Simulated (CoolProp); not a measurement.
Aqueous lithium chloride as a coolant, 17 % by mass, freezing at -30.9 °C, 1 atm.

Model: Melinder's fits for secondary coolants, in CoolProp.

| T (°C) | viscosity (mPa s) | density (kg/m³) | Prandtl number | cp (kJ/(kg K)) |
|---|---|---|---|---|
| -19.7 | ? | 1105 | 42.2 | 3.172 |
| -13.3 | 5.07 | 1104 | ? | 3.203 |
| -6.8 | 3.95 | 1103 | 24.6 | 3.235 |
| -0.4 | 3.19 | 1102 | 19.7 | 3.267 |
| 6.1 | 2.63 | 1101 | 16.1 | 3.298 |
| 12.5 | 2.22 | ? | ? | 3.330 |
| 19 | 1.90 | 1097 | 11.5 | 3.361 |
| 25.4 | 1.65 | 1095 | ? | 3.393 |
| 31.9 | 1.45 | 1093 | 8.63 | ? |

Task: What belongs in the gaps?

Result: 
- -19.7, viscosity (mPa s): 6.69
- -13.3, Prandtl number: 31.8
- 12.5, density (kg/m³): 1099
- 12.5, Prandtl number: 13.5
- 25.4, Prandtl number: 9.91
- 31.9, cp (kJ/(kg K)): 3.424
